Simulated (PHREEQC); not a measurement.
Sulfide liquor: speciation

A solution holds 0.012 mol/kgw NaHS and 0.11 mol/kgw NaHCO3, at 20 °C. Closed to the air; pH follows from the charge balance.

All values are PHREEQC results (ion-association model, wateq4f.dat), not measurements.

This is a speciation only: nothing precipitates in the calculation.

Q: Predict the pH, ionic strength.

A: pH 8.13; ionic strength 0.118 mol/kgw.

Q: In which forms is Na present?

A: Na+ 96 %, NaHCO3 3.3 %, NaCO3- 0.6 % of the Na.

Species that the database lacks are ignored. The polysulfide entries of wateq4f.dat were taken out for this run.
